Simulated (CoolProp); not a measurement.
Vapour-liquid equilibrium of R125 (1) + propane (2) at 286.1 K; x and y are mole fractions of (1).

The numbers come from the multi-fluid Helmholtz-energy mixture model, Lemmon 2005 and Lemmon 2009; pair parameters Bell 2016 in CoolProp.

```json
[
 {"x": "0.05", "bubble pressure (MPa)": "0.8102", "y at the bubble point": "…", "dew pressure at overall composition x (MPa)": "0.7244", "liquid density (mol/L)": "11.44"},
 {"x": "0.15", "bubble pressure (MPa)": "0.9733", "y at the bubble point": "0.339", "dew pressure at overall composition x (MPa)": "0.7988", "liquid density (mol/L)": "11.16"},
 {"x": "0.25", "bubble pressure (MPa)": "1.070", "y at the bubble point": "0.433", "dew pressure at overall composition x (MPa)": "0.8856", "liquid density (mol/L)": "10.92"},
 {"x": "0.35", "bubble pressure (MPa)": "1.128", "y at the bubble point": "…", "dew pressure at overall composition x (MPa)": "0.9845", "liquid density (mol/L)": "10.70"},
 {"x": "0.45", "bubble pressure (MPa)": "1.164", "y at the bubble point": "0.543", "dew pressure at overall composition x (MPa)": "…", "liquid density (mol/L)": "10.53"},
 {"x": "0.55", "bubble pressure (MPa)": "1.183", "y at the bubble point": "0.590", "dew pressure at overall composition x (MPa)": "1.167", "liquid density (mol/L)": "10.40"},
 {"x": "0.65", "bubble pressure (MPa)": "…", "y at the bubble point": "0.640", "dew pressure at overall composition x (MPa)": "1.186", "liquid density (mol/L)": "10.33"},
 {"x": "0.75", "bubble pressure (MPa)": "1.174", "y at the bubble point": "0.702", "dew pressure at overall composition x (MPa)": "1.152", "liquid density (mol/L)": "…"},
 {"x": "0.85", "bubble pressure (MPa)": "1.133", "y at the bubble point": "…", "dew pressure at overall composition x (MPa)": "1.092", "liquid density (mol/L)": "10.34"},
 {"x": "0.95", "bubble pressure (MPa)": "…", "y at the bubble point": "0.909", "dew pressure at overall composition x (MPa)": "1.024", "liquid density (mol/L)": "10.42"}
]
```

Complete the blanks.


- 0.05, y at the bubble point: 0.164
- 0.35, y at the bubble point: 0.494
- 0.45, dew pressure at overall composition x (MPa): 1.088
- 0.65, bubble pressure (MPa): 1.187
- 0.75, liquid density (mol/L): 10.31
- 0.85, y at the bubble point: 0.785
- 0.95, bubble pressure (MPa): 1.052

y crosses x between x = 0.55 and 0.65: the model has an azeotrope there.

Pair parameters are fitted to limited data, so mixtures are less certain than the pure fluids.
